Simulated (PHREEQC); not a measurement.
## Brine: an equilibrium model

A solution holds 5.2 mol/kgw LiBr, 0.1 mol/kgw Na2SO4 and 0.49 mol/kgw LiCl, at 25 °C. Closed to the air; pH follows from the charge balance.

Equilibrium calculation in PHREEQC: Pitzer model, pitzer.dat.

The ionic strength is 5.99 mol/kgw, the activity of water is 0.668 and the density comes out as 1.290 g/cm³. The osmotic coefficient is 1.917.

| species | molality | activity | log γ |
|---|---|---|---|
| Li+ | 5.69 | 85.7 | 1.178 |
| Br- | 5.20 | 4.30 | -0.082 |
| Cl- | 0.490 | 0.300 | -0.213 |
| Na+ | 0.200 | 1.09 | 0.736 |
| SO4-2 | 0.100 | 0.000319 | -2.496 |
| OH- | 2.55e-7 | 1.22e-8 | -1.320 |
| HSO4- | 2.30e-7 | 1.69e-8 | -1.135 |
| H+ | 2.48e-8 | 5.54e-7 | 1.349 |

This is a speciation only: nothing precipitates in the calculation. Species that the database lacks are ignored.
